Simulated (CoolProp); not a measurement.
Vapour-liquid equilibrium of CH2F2 (R32) (1) + R125 (2) at 235.1 K; x and y are mole fractions of (1).

The numbers come from the multi-fluid Helmholtz-energy mixture model, Tillner-Roth 1997 and Lemmon 2005; pair parameters Lemmon 2004 in CoolProp.

| x | bubble pressure, mixture model (bar) | bubble pressure, Raoult's law (bar) | y, mixture model | y, Raoult's law |
|---|---|---|---|---|
| 0.05 | 1.645 | 1.634 | 0.064 | 0.059 |
| 0.125 | 1.684 | 1.658 | 0.157 | 0.146 |
| 0.2 | 1.723 | 1.682 | 0.245 | 0.230 |
| 0.275 | 1.761 | 1.706 | 0.328 | 0.312 |
| 0.35 | 1.796 | 1.730 | 0.405 | 0.392 |
| 0.425 | 1.828 | 1.754 | 0.479 | 0.469 |
| 0.5 | 1.857 | 1.777 | 0.549 | 0.545 |
| 0.575 | 1.882 | 1.801 | 0.616 | 0.618 |
| 0.65 | 1.904 | 1.825 | 0.682 | 0.690 |
| 0.725 | 1.921 | 1.849 | 0.746 | 0.759 |
| 0.8 | 1.934 | 1.873 | 0.811 | 0.827 |
| 0.875 | 1.941 | 1.897 | 0.878 | 0.893 |
| 0.95 | 1.941 | 1.921 | 0.949 | 0.958 |

The largest gap from Raoult's law is +4.5 % in bubble pressure, at x = 0.575. y crosses x between x = 0.875 and 0.95: the model has an azeotrope there.

The pair parameters rest on a limited set of measurements; away from them the model extrapolates.
